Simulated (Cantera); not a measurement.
Input (Python, Cantera):

```python
import numpy as np
import cantera as ct

gas = ct.Solution("gri30.yaml")
gas.TPX = 1100, 1333, {'H2': 0.11, 'O2': 1}
reactor = ct.IdealGasConstPressureReactor(gas, energy="off", clone=False)
net = ct.ReactorNet([reactor])
net.rtol, net.atol = 1e-08, 1e-18
show = ['H2', 'O2', 'HO2', 'H2O', 'O']
times = np.geomspace(2e-06, 20, 13)

steps = ct.SolutionArray(gas, extra=["t"])
rows = []
print(f"{'t/s':>10s}{'T/K':>9s}{'P/Pa':>11s}" + "".join(f"{s:>11s}" for s in show))
for t in times:
    while net.time < t:
        t_next = net.step()
        steps.append(gas.state, t=t_next)
    rows.append([np.interp(t, steps.t, y) for y in (steps.T, steps.P, *steps(*show).X.T)])
    print(f"{t:10.3e}{rows[-1][0]:9.1f}{rows[-1][1]:11.4g}" + "".join(f"{x:11.3e}" for x in rows[-1][2:]))
rate = np.gradient(steps.T, steps.t)
print("integrator steps:", len(steps.t))
if steps.T.max() > steps.T[0] + 200:
    print(f"time of steepest temperature rise: {steps.t[rate.argmax()]:.4e} s")
gas.TPX = 1100, 1333, {'H2': 0.11, 'O2': 1}
gas.equilibrate("TP")
print(f"equilibrium (TP): T = {gas.T:.1f} K  " + "  ".join(f"{s} {gas[s].X[0]:.3e}" for s in show))
```

Result:

```
       t/s      T/K       P/Pa         H2         O2        HO2        H2O          O
 2.000e-06   1100.0       1333  9.910e-02  9.009e-01  2.078e-11  4.583e-15  2.692e-13
 7.662e-06   1100.0       1333  9.910e-02  9.009e-01  7.961e-11  2.491e-13  3.839e-12
 2.936e-05   1100.0       1333  9.910e-02  9.009e-01  3.052e-10  1.172e-11  5.035e-11
 1.125e-04   1100.0       1333  9.910e-02  9.009e-01  1.172e-09  4.411e-10  6.007e-10
 4.309e-04   1100.0       1333  9.910e-02  9.009e-01  4.593e-09  2.209e-08  1.339e-08
 1.651e-03   1100.0       1333  9.890e-02  9.008e-01  6.843e-07  1.450e-04  7.449e-05
 6.325e-03   1100.0       1333  2.512e-03  8.498e-01  7.543e-06  8.581e-02  3.750e-02
 2.423e-02   1100.0       1333  8.679e-04  8.815e-01  6.544e-06  9.933e-02  1.227e-02
 9.283e-02   1100.0       1333  8.205e-05  8.943e-01  2.614e-06  1.037e-01  1.155e-03
 3.557e-01   1100.0       1333  5.768e-06  8.956e-01  4.381e-07  1.042e-01  8.456e-05
 1.363e+00   1100.0       1333  6.211e-07  8.957e-01  6.594e-08  1.042e-01  9.544e-06
 5.220e+00   1100.0       1333  9.954e-08  8.957e-01  1.260e-08  1.043e-01  1.580e-06
 2.000e+01   1100.0       1333  2.019e-08  8.957e-01  3.645e-09  1.043e-01  3.264e-07
integrator steps: 1821
equilibrium (TP): T = 1100.0 K  H2 1.266e-09  O2 8.957e-01  HO2 4.106e-09  H2O 1.043e-01  O 2.059e-08
```

Cantera simulation using GRI-Mech 3.0 (53 species, 325 reactions); the numbers are that mechanism's predictions, not measurements. Radical loss at walls, strong at low pressure, is not modelled. The temperature is held fixed by assumption; the heat of reaction is taken as removed at once.
